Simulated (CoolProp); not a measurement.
Vapour-liquid equilibrium of carbon dioxide (1) + propylene (2) at 262.4 K; x and y are mole fractions of (1).

Values from CoolProp's multi-fluid Helmholtz-energy mixture model, Span 1996 and Lemmon 2013; pair parameters Bell 2016.

Task: Give the bubble pressure and the first vapour's composition at x = 0.05, 0.275, 0.425. Is there an azeotrope?

Result: x = 0.05: 593.0 kPa, y = 0.302; x = 0.275: 1264 kPa, y = 0.704; x = 0.425: 1601 kPa, y = 0.788. No azeotrope shows between x = 0.05 and 0.95.

Pair parameters are fitted to limited data, so mixtures are less certain than the pure fluids.
